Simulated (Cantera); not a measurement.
Ignition delay

Mixture: 17.4 % CH4, 15.8 % O2, 59.5 % N2, 7.31 % H2O, equivalence ratio 2.2, at 1.18 atm, adiabatic and at constant pressure. Ignition delay is the time to a rise of 400 K.

Computed with Cantera and GRI-Mech 3.0 (53 species, 325 reactions).

```csv
T0 (K),delay (ms)
1048,698
1123,220
1198,75.4
1273,27.7
1348,10.7
1423,4.32
1498,1.83
1573,0.826
```

- apparent activation energy between 1423 and 1573 K = 210 kJ/mol
